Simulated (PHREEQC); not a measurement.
# Acid mine or pickling water: an equilibrium model

A made-up water analysis in mmol/kgw, 25 °C, pH 1.87, pe 11.6:

| constituent | mmol/kgw |
|---|---|
| Na | 5.47 |
| K | 1.54 |
| Ca | 0.782 |
| Mg | 3.22 |
| Cl | 5.75 |
| S(6) | 18.1 |
| Si | 0.0701 |
| Cu(2) | 0.00664 |
| Al | 0.129 |
| O(0) (counted as O atoms) | 0.0426 |
| Fe(3) | 0.0142 |

Valence states are taken as typed.

The numbers come from PHREEQC with the ion-association model, phreeqc.dat.

Precipitation was switched off in this run.

Task: Estimate the ionic strength.

Result: ionic strength 0.0419 mol/kgw.

Task: In which forms is Ca present?

Result: Ca+2 70 %, CaSO4 27 %, CaHSO4+ 3.0 % of the Ca.

Examples of supersaturated solids here: Hematite (slow to form). Others may be too. Complexes and solids missing from the database can't appear.
